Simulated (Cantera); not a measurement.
Adiabatic ignition

An adiabatic, constant-volume homogeneous reactor starts with 7.77 % CH₄, 3.57 % CO, 8.62 % O₂, 80.0 % N₂, equivalence ratio 2.0, at 1725 K and 10.0 bar.

Model: GRI-Mech 3.0 (53 species, 325 reactions), integrated in Cantera.

```csv
t (s),T (K),P (bar),x CH₄,x CO,x O₂,x H₂O₂,x NO,x HCN
2.00e-6,1725,10.00,0.0776,0.0357,0.0862,7.98e-8,<1e-12,<1e-12
9.28e-6,1725,10.00,0.0772,0.0357,0.0861,1.47e-7,7.78e-12,1.07e-12
4.31e-5,1752,10.2,0.0702,0.0367,0.0823,1.09e-6,2.72e-10,1.19e-10
0.000200,2570,16.0,5.12e-9,0.0912,4.61e-6,5.10e-9,0.000286,1.32e-5
0.000928,2572,16.0,2.77e-10,0.0912,4.72e-6,5.19e-9,0.000162,9.03e-7
0.00431,2572,16.0,2.72e-10,0.0912,4.74e-6,5.21e-9,0.000121,6.73e-7
0.0200,2572,16.0,2.72e-10,0.0912,4.74e-6,5.21e-9,0.000121,6.72e-7
0.0928,2572,16.0,2.72e-10,0.0912,4.74e-6,5.21e-9,0.000121,6.72e-7
0.431,2572,16.0,2.72e-10,0.0912,4.74e-6,5.21e-9,0.000121,6.72e-7
2.00,2572,16.0,2.72e-10,0.0912,4.74e-6,5.21e-9,0.000121,6.72e-7
```
x: mole fraction; the columns are a selection and need not sum to one.

```
Quantity                                                              Result
---------------------------------  -----------------------------------------
time of steepest temperature rise                                    71.6 µs
temperature at 2.00 s                                                 2572 K
equilibrium temperature                                               2572 K
x(CH₄) at 2.00 s                   2.72e-10 (gas-phase equilibrium 3.02e-10)
x(CO) at 2.00 s                        0.0912 (gas-phase equilibrium 0.0912)
x(O₂) at 2.00 s                      4.74e-6 (gas-phase equilibrium 4.74e-6)
```
